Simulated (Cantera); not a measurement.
Input: 1 mol borazine, 2.4 mol NH3, 0.76 mol H2, held at 1052 °C and 133 Pa.

Cantera equilibrium calculation (NASA polynomials, part measured and part estimated; ideal gas, pure solids and liquids). Candidate condensed phases: B, BN; 15 gas species. The feed counts by its element totals alone. The numbers say what is thermodynamically allowed, not how fast it happens.

Base state: H2 0.860, N2 0.140, H 4.15e-5 (mole fractions); condensed: BN(s).

Task: What changes in the equilibrium state with this change: temperature from 1052 °C to 1300 °C?

Result: 
```json
[
 {"species": "H2", "before": "0.860", "after": "0.859"},
 {"species": "N2", "before": "0.140", "after": "0.140"},
 {"species": "H", "before": "4.15e-5", "after": "0.00103"},
 {"species": "BN(s), mol", "before": "3.00", "after": "3.00"}
]
```

Task: What changes in the equilibrium state with this change: temperature from 1052 °C to 1400 °C?

Result: 
```
species      before    after
----------  -------  -------
H2            0.860    0.857
N2            0.140    0.140
H           4.15e-5  0.00289
BN(s), mol     3.00     3.00
```
